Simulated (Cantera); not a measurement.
Cantera run, input and output.

```python
import numpy as np
import cantera as ct

gas = ct.Solution("gri30.yaml")
gas.TPX = 648, 1000000, {'CH3OH': 1, 'O2': 1.15, 'N2': 4.34}
inlet = ct.Reservoir(gas, clone=True)
gas.equilibrate("HP")  # start burning
reactor = ct.IdealGasConstPressureReactor(gas, energy="on", clone=False)
exhaust = ct.Reservoir(gas, clone=True)
tau = [0.045, 0.02, 0.0085, 0.0037, 0.0016, 0.0007, 0.0003, 0.00013, 5.7e-05, 2.5e-05, 1.1e-05][0]
for a, b in ((inlet, reactor), (reactor, exhaust)):
    ct.MassFlowController(a, b, mdot=lambda t: reactor.mass / tau)
net = ct.ReactorNet([reactor])
show = ['CH3OH', 'O2', 'CH2CO', 'C2H2', 'H2O', 'CH2O', 'O']

rows = []
print(f"{'tau/s':>10s}{'T/K':>9s}" + "".join(f"{s:>11s}" for s in show))
for tau in [0.045, 0.02, 0.0085, 0.0037, 0.0016, 0.0007, 0.0003, 0.00013, 5.7e-05, 2.5e-05, 1.1e-05]:
    net.initial_time = 0.0
    net.advance(30 * tau)
    before = gas.X
    net.advance(40 * tau)
    drift = np.max(np.abs(gas.X - before) / (gas.X + 1e-9))
    rows.append([gas.T, *gas[show].X, drift])
    print(f"{tau:10.3e}{gas.T:9.1f}" + "".join(f"{x:11.3e}" for x in gas[show].X))
```

It prints:

```
     tau/s      T/K      CH3OH         O2      CH2CO       C2H2        H2O       CH2O          O
 4.500e-02   2329.1  5.099e-07  5.999e-05  8.017e-09  4.125e-09  2.372e-01  6.067e-07  1.328e-05
 2.000e-02   2327.4  1.048e-06  9.206e-05  1.536e-08  1.066e-08  2.370e-01  1.215e-06  1.675e-05
 8.500e-03   2324.2  2.115e-06  1.569e-04  2.729e-08  2.083e-08  2.367e-01  2.374e-06  2.458e-05
 3.700e-03   2318.7  3.939e-06  2.728e-04  4.235e-08  2.870e-08  2.362e-01  4.275e-06  4.061e-05
 1.600e-03   2309.8  7.046e-06  4.816e-04  6.051e-08  3.276e-08  2.353e-01  7.412e-06  7.311e-05
 7.000e-04   2296.5  1.225e-05  8.421e-04  8.451e-08  3.783e-08  2.341e-01  1.256e-05  1.336e-04
 3.000e-04   2276.5  2.162e-05  1.473e-03  1.255e-07  5.261e-08  2.322e-01  2.166e-05  2.429e-04
 1.300e-04   2248.4  3.857e-05  2.504e-03  2.053e-07  9.467e-08  2.298e-01  3.780e-05  4.174e-04
 5.700e-05   2210.8  7.088e-05  4.141e-03  3.790e-07  2.186e-07  2.268e-01  6.779e-05  6.618e-04
 2.500e-05   2160.6  1.397e-04  6.847e-03  8.276e-07  6.295e-07  2.232e-01  1.297e-04  9.428e-04
 1.100e-05   2088.5  3.208e-04  1.207e-02  2.376e-06  2.214e-06  2.191e-01  2.870e-04  1.119e-03
```

Detailed kinetics in Cantera: GRI-Mech 3.0 (53 species, 325 reactions). GRI-Mech 3.0 was tuned for natural gas; its chemistry of methanol as a main component is partial and can be far from experiment.
